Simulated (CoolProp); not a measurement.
Vapour-liquid equilibrium of propylene (1) + cyclohexane (2) at 313.4 K; x and y are mole fractions of (1).

Computed with CoolProp (multi-fluid Helmholtz-energy mixture model, Lemmon 2013 and Zhou 2014; pair parameters Bell 2016).

| x | bubble pressure (bar) | y at the bubble point | dew pressure at overall composition x (bar) | liquid density (mol/L) |
|---|---|---|---|---|
| 0.05 | 1.171 | 0.790 | 0.2620 | 9.164 |
| 0.2 | 3.756 | 0.938 | 0.3111 | 9.600 |
| 0.35 | 6.133 | 0.965 | 0.3827 | 10.05 |
| 0.5 | [?] | 0.977 | 0.4969 | [?] |
| 0.65 | 10.59 | 0.985 | 0.7077 | [?] |
| 0.8 | 12.88 | 0.991 | 1.228 | 11.28 |
| 0.95 | 15.52 | 0.997 | 4.549 | 11.42 |

**Question.** What belongs in the gaps?

**Answer.** 
- 0.5, bubble pressure (bar): 8.381
- 0.5, liquid density (mol/L): 10.50
- 0.65, liquid density (mol/L): 10.93

No azeotrope shows between x = 0.05 and 0.95.

Pair parameters are fitted to limited data, so mixtures are less certain than the pure fluids. The gap from Raoult's law changes sign with composition, which may be real or a fault of the pair parameters; it wasn't checked against measurements.
